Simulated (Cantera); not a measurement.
## Transport properties of process gases

Gas mixture: 100 % CO, at 0.0132 atm, frozen composition.

Cantera's kinetic-theory transport with the Lennard-Jones parameters of GRI-Mech 3.0, ideal gas; thermal conductivity in the mixture-averaged form.

| T (K) | ρ (kg/m³) | cp (J/kg/K) | μ (µPa s) | λ (mW/m/K) | Pr | D (cm²/s) NO | D (cm²/s) CO2 | D (cm²/s) C2H2 |
|---|---|---|---|---|---|---|---|---|
| 400 | 0.0112 | 1049 | 22.0 | 31.7 | 0.726 | 25.5 | 20.1 | 21.2 |
| 600 | 0.00748 | 1086 | 29.1 | 44.2 | 0.715 | 51.0 | 41.0 | 43.0 |
| 800 | 0.00561 | 1139 | 35.2 | 56.1 | 0.715 | 82.7 | 67.2 | 70.3 |
| 1000 | 0.00449 | 1184 | 40.8 | 67.5 | 0.715 | 120 | 98.1 | 103 |
| 1200 | 0.00374 | 1219 | 45.9 | 78.3 | 0.715 | 163 | 133 | 139 |
| 1400 | 0.00321 | 1246 | 50.8 | 88.6 | 0.714 | 210 | 173 | 180 |
| 1600 | 0.00281 | 1267 | 55.4 | 98.3 | 0.713 | 262 | 216 | 225 |
| 1800 | 0.00249 | 1282 | 59.7 | 108 | 0.712 | 319 | 262 | 274 |
| 2000 | 0.00225 | 1294 | 64.0 | 116 | 0.711 | 380 | 312 | 326 |
D: mixture-averaged diffusion coefficient of that species in the mixture.
